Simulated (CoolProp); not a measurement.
Properties of R1336mzz(Z) along the isobar 0.277 MPa.

Model: reference Helmholtz-energy equation of state, McLinden 2020, in CoolProp.

```tsv
T (°C)	phase	density (kg/m³)	cp (kJ/(kg K))	cv (kJ/(kg K))	expansivity (1/kK)
30.15	liquid	1352	1.231	0.9110	1.957
48.15	liquid	1303	1.269	0.9385	2.162
66.15	gas	17.92	0.9909	0.9012	4.389
84.25	gas	16.65	1.001	0.9222	3.820
102.25	gas	15.60	1.015	0.9429	3.420
120.25	gas	14.71	1.031	0.9633	3.121
138.25	gas	13.94	1.048	0.9832	2.886
156.25	gas	13.25	1.065	1.003	2.694
174.25	gas	12.64	1.082	1.021	2.534
192.35	gas	12.09	1.098	1.039	2.395
210.35	gas	11.60	1.114	1.056	2.276
```
